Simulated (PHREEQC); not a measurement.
Polishing slurry liquid: an equilibrium model

Dissolve 0.0025 mol KOH, 3.2e-05 mol K2SO4 and 5.5e-05 mol CO2 per kg of water at 25 °C. Closed to the air; pH follows from the charge balance.

All values are PHREEQC results (ion-association model, wateq4f.dat), not measurements.

- pH = 11.35
- ionic strength = 0.00265 mol/kgw
- total alkalinity = 2.50 meq/kg

| species | molality | activity | log γ |
|---|---|---|---|
| K+ | 0.00256 | 0.00242 | -0.025 |
| OH- | 0.00239 | 0.00226 | -0.025 |
| CO3-2 | 5.09e-5 | 4.08e-5 | -0.096 |
| SO4-2 | 3.16e-5 | 2.52e-5 | -0.097 |
| HCO3- | 4.07e-6 | 3.85e-6 | -0.024 |
| KSO4- | 4.54e-7 | 4.29e-7 | -0.024 |

This is a speciation only: nothing precipitates in the calculation.
